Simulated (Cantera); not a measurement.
**Aluminium and copper etching: Al + HCl**

Input: 1 mol Al, 3.8 mol HCl, equilibrated at 0.100 bar.

These are equilibrium values from Cantera (NASA tables, ideal gas, pure condensed phases), not measurements of a reactor. Candidate condensed phases: Al, AlCl₃; 12 gas species. The tables' values for AlCl₂ are old estimates; treat these amounts as uncertain. Rates play no part.

```json
[
 {"T (K)": "550", "x H₂": "0.533", "x AlCl₃": "0.0116", "x HCl": "0.284", "x Al₂Cl₆": "0.172", "x AlCl₂": "<1e-12", "x H": "<1e-12", "x AlCl": "<1e-12"},
 {"T (K)": "600", "x H₂": "0.527", "x AlCl₃": "0.0339", "x HCl": "0.281", "x Al₂Cl₆": "0.159", "x AlCl₂": "<1e-12", "x H": "<1e-12", "x AlCl": "<1e-12"},
 {"T (K)": "650", "x H₂": "0.515", "x AlCl₃": "0.0788", "x HCl": "0.274", "x Al₂Cl₆": "0.132", "x AlCl₂": "<1e-12", "x H": "<1e-12", "x AlCl": "<1e-12"},
 {"T (K)": "700", "x H₂": "0.497", "x AlCl₃": "0.146", "x HCl": "0.265", "x Al₂Cl₆": "0.0924", "x AlCl₂": "1.62e-11", "x H": "<1e-12", "x AlCl": "<1e-12"},
 {"T (K)": "750", "x H₂": "0.478", "x AlCl₃": "0.216", "x HCl": "0.255", "x Al₂Cl₆": "0.0513", "x AlCl₂": "2.66e-10", "x H": "<1e-12", "x AlCl": "<1e-12"},
 {"T (K)": "800", "x H₂": "0.465", "x AlCl₃": "0.264", "x HCl": "0.248", "x Al₂Cl₆": "0.0232", "x AlCl₂": "2.65e-9", "x H": "6.25e-12", "x AlCl": "<1e-12"},
 {"T (K)": "850", "x H₂": "0.459", "x AlCl₃": "0.287", "x HCl": "0.245", "x Al₂Cl₆": "0.00967", "x AlCl₂": "1.82e-8", "x H": "4.39e-11", "x AlCl": "<1e-12"},
 {"T (K)": "900", "x H₂": "0.456", "x AlCl₃": "0.296", "x HCl": "0.243", "x Al₂Cl₆": "0.00411", "x AlCl₂": "9.63e-8", "x H": "2.50e-10", "x AlCl": "1.14e-11"},
 {"T (K)": "950", "x H₂": "0.455", "x AlCl₃": "0.300", "x HCl": "0.243", "x Al₂Cl₆": "0.00186", "x AlCl₂": "4.19e-7", "x H": "1.19e-9", "x AlCl": "1.27e-10"},
 {"T (K)": "1000", "x H₂": "0.455", "x AlCl₃": "0.301", "x HCl": "0.243", "x Al₂Cl₆": "0.000904", "x AlCl₂": "1.56e-6", "x H": "4.84e-9", "x AlCl": "1.10e-9"},
 {"T (K)": "1050", "x H₂": "0.455", "x AlCl₃": "0.302", "x HCl": "0.243", "x Al₂Cl₆": "0.000471", "x AlCl₂": "5.08e-6", "x H": "1.73e-8", "x AlCl": "7.73e-9"},
 {"T (K)": "1100", "x H₂": "0.455", "x AlCl₃": "0.303", "x HCl": "0.243", "x Al₂Cl₆": "0.000261", "x AlCl₂": "1.49e-5", "x H": "5.51e-8", "x AlCl": "4.53e-8"}
]
```
x: gas mole fraction; nothing condenses.

From 550 K to 1100 K nothing is condensed. The main Al-bearing gas is Al₂Cl₆ at 550 K and AlCl₃ at 1100 K.
